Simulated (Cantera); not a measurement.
Standard-state values (1 bar) from the NASA 1993 polynomials, evaluated with Cantera. Values are per mole of reaction as written; species without (g) are pure solids or liquids, kept so even where they would boil at 1 bar.

6 HI(g) + N₂(g) = 2 NH₃(g) + 3 I₂, with ΔH° = -250.0 kJ and ΔS° = -697.0 J/K at 300 K.

**Question.** How far is the shortcut ΔG° ≈ ΔH°(300 K) − T·ΔS°(300 K) from the full temperature-dependent value at 473, 498, 523, 548, 573 K?

**Answer.** 
| T (K) | shortcut (kJ) | full (kJ) | difference (kJ) | difference in log10 K | condensed phases |
|---|---|---|---|---|---|
| 473 | 79.7 | 66.9 | 12.8 | -1.41 | I₂(l) |
| 498 | 97.1 | 80.4 | 16.7 | -1.76 | I₂(l) |
| 523 | 114.6 | 93.7 | 20.8 | -2.08 | I₂(l) |
| 548 | 132.0 | 106.9 | 25.0 | -2.39 | I₂(l) |
| 573 | 149.4 | 120.0 | 29.4 | -2.68 | I₂(l) |
The shortcut ignores heat capacities and the phase changes listed.
